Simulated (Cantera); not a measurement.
A Cantera script and what it prints.

```python
import numpy as np
import cantera as ct

gas_names = [...]  # 113 gases of nasa_gas.yaml made of C, Cu, H, O
cond_names = """
    C(gr) C6H6(L) C7H8(L) C8H18(L),n-octa Cu(cr) Cu(L) CuO(s) CuO2H2(s) Cu2O(s) Cu2O(L) H2O(s) H2O(L)
""".split()


# ... load() reads the species with a 1 bar reference pressure and builds the phases ...
atoms = {
    'Cu2O': {'Cu': 2, 'O': 1},
    'CH4': {'C': 1, 'H': 4},
    'H2': {'H': 2},
}
top_T = {'C(gr)': 4500, 'CuO(s)': 1390}  # K; cautious upper limits of use, not melting points


# ... equilibrate(T, P, feed) seeds the gas with the atoms and calls Mixture.equilibrate('TP', solver="vcs", rtol=1e-11, max_steps=5000) ...
results = []
feed = {'Cu2O': 1, 'CH4': 4.3, 'H2': 9.7}  # mol
P = 101325  # Pa
for T in [973, 1173, 1373, 1573, 1773, 1973, 2173, 2373]:
    mix = equilibrate(T, P, feed)
    results.append((T, P, feed, dict(zip(mix.species_names, mix.species_moles))))

top = {s: max(r[3][s] / sum(r[3][g] for g in gas_names) for r in results) for s in gas_names}
cols = sorted((s for s in top if top[s] > 0.001), key=lambda s: -top[s])[:6]
seen = [c for c in cond_names if any(r[3].get(c, 0) > 1e-12 for r in results)]
print("log10 of partial pressures in bar; condensed amounts in mol")
print(f"{'T/K':>10s}" + "".join(f"{s[:9]:>10s}" for s in cols + seen))
for T, P, feed, n in results:
    ng = sum(n[g] for g in gas_names)
    print(f"{T:10.4g}" + "".join(f"{np.log10(max(n[s] / ng * P / 1e5, 1e-99)):10.3f}" for s in cols)
          + "".join(f"{n.get(c, 0):10.4g}" for c in seen))
```

Output:

```
log10 of partial pressures in bar; condensed amounts in mol
       T/K        H2       CH4        Cu        CO       H2O         H     C(gr)    Cu(cr)     Cu(L)
       973    -0.065    -1.021   -11.290    -1.439    -1.710    -8.999     2.028         2         0
      1173    -0.026    -1.762    -8.243    -1.287    -2.763    -6.941     3.011         2         0
      1373    -0.020    -2.337    -6.102    -1.280    -3.629    -5.487     3.217         0         2
      1573    -0.018    -2.773    -4.577    -1.280    -4.281    -4.400     3.268         0     1.999
      1773    -0.018    -3.110    -3.404    -1.280    -4.784    -3.555      3.28         0     1.992
      1973    -0.020    -3.380    -2.476    -1.281    -5.185    -2.880     3.268         0     1.936
      2173    -0.029    -3.612    -1.725    -1.289    -5.523    -2.331     3.214         0     1.629
      2373    -0.062    -3.853    -1.105    -1.318    -5.850    -1.886     3.073         0    0.3268
```

These are equilibrium values from Cantera (NASA tables, ideal gas, pure condensed phases), not measurements of a reactor.
